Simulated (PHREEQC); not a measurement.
A solution holds 160 mmol/kgw HNO3 and 0.053 mmol/kgw ZnSO4, at 21 °C. Closed to the air; pH follows from the charge balance.

Model: ion-association model, wateq4f.dat, run in PHREEQC.

```tsv
quantity	before	after
pH	0.89	6.79
HSO4- (mol/kgw)	4.41e-5	2.62e-10
SO4-2 (mol/kgw)	8.93e-6	4.24e-5
ZnSO4 (mol/kgw)	1.16e-8	5.51e-8
SI of Goslarite (ZnSO4:7H2O)	-8.30	-7.62
SI of Zincite(c) (ZnO)	-14.31	-2.51
```

What was changed between the two runs?
(A) temperature from 21 to 10 °C
(B) HNO3 replaced by Zn(NO3)2 at the same molality
(C) HNO3 from 0.16 to 1.6 mol/kgw
(D) HNO3 replaced by NaNO3 at the same molality
(E) 0.0051 mol/kgw H3PO4 added

D, HNO3 replaced by NaNO3 at the same molality

No solid was allowed to form.
